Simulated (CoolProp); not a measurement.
Saturation properties of ethylene.

Computed with CoolProp (reference Helmholtz-energy equation of state, Smukala 2000).

```json
[
 {"T (K)": "151.8", "p (MPa)": "0.03141", "liquid density (kg/m³)": "592.2", "enthalpy of vaporisation (kJ/kg)": "506.7"},
 {"T (K)": "167.6", "p (MPa)": "0.09113", "liquid density (kg/m³)": "570.2", "enthalpy of vaporisation (kJ/kg)": "485.0"},
 {"T (K)": "183.4", "p (MPa)": "0.2159", "liquid density (kg/m³)": "547.1", "enthalpy of vaporisation (kJ/kg)": "461.1"},
 {"T (K)": "199.1", "p (MPa)": "0.4389", "liquid density (kg/m³)": "522.7", "enthalpy of vaporisation (kJ/kg)": "434.1"},
 {"T (K)": "214.9", "p (MPa)": "0.8025", "liquid density (kg/m³)": "495.9", "enthalpy of vaporisation (kJ/kg)": "402.5"},
 {"T (K)": "230.7", "p (MPa)": "1.348", "liquid density (kg/m³)": "466.0", "enthalpy of vaporisation (kJ/kg)": "364.5"},
 {"T (K)": "246.4", "p (MPa)": "2.116", "liquid density (kg/m³)": "431.1", "enthalpy of vaporisation (kJ/kg)": "317.1"},
 {"T (K)": "262.2", "p (MPa)": "3.169", "liquid density (kg/m³)": "386.3", "enthalpy of vaporisation (kJ/kg)": "252.5"},
 {"T (K)": "278", "p (MPa)": "4.574", "liquid density (kg/m³)": "310.1", "enthalpy of vaporisation (kJ/kg)": "138.6"}
]
```

It boils at 169.4 K under 1 atm.
